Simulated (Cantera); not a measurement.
A freely propagating, adiabatic, planar premixed flame of C₂H₄ : O₂ : N₂ : H₂O = 1 : 2.14 : 8.06 : 3 (molar parts), equivalence ratio 1.4, unburnt at 700 K and 5.00 bar; mixture-averaged transport, grid criteria slope 0.08 and curve 0.16, no radiation.

Cantera simulation using GRI-Mech 3.0 (53 species, 325 reactions); the numbers are that mechanism's predictions, not measurements. GRI-Mech 3.0 was tuned for natural gas; its chemistry of ethylene as a main component is partial and can be far from experiment. Burning velocities carry a grid error of a few per cent, more on coarse grids.

**Question.** How do the results move with these cheaper or finer settings: unity-Lewis-number transport; multicomponent transport; multicomponent+Soret transport; grid criteria slope 0.5, curve 1; grid criteria slope 0.25, curve 0.5; grid criteria slope 0.03, curve 0.06?

**Answer.** 
| setting | laminar burning velocity | thermal thickness | peak x(CH₂CO) | peak x(CH₄) | grid points |
|---|---|---|---|---|---|
| as above | 125 cm/s | 0.0879 mm | 0.00420 | 0.00310 | 130 |
| unity-Lewis-number transport | 101 cm/s | 0.0944 mm | 0.00335 | 0.00227 | 137 |
| multicomponent transport | 128 cm/s | 0.0892 mm | 0.00427 | 0.00311 | 130 |
| multicomponent+Soret transport | 128 cm/s | 0.0880 mm | 0.00431 | 0.00299 | 131 |
| grid criteria slope 0.5, curve 1 | 129 cm/s | 0.104 mm | 0.00421 | 0.00320 | 33 |
| grid criteria slope 0.25, curve 0.5 | 128 cm/s | 0.0932 mm | 0.00414 | 0.00308 | 56 |
| grid criteria slope 0.03, curve 0.06 | 125 cm/s | 0.0857 mm | 0.00419 | 0.00305 | 317 |
The base run took roughly 5 core-seconds.
Unity Lewis numbers drop preferential diffusion, which matters most where H2 and H carry the flame; Soret adds thermal diffusion.
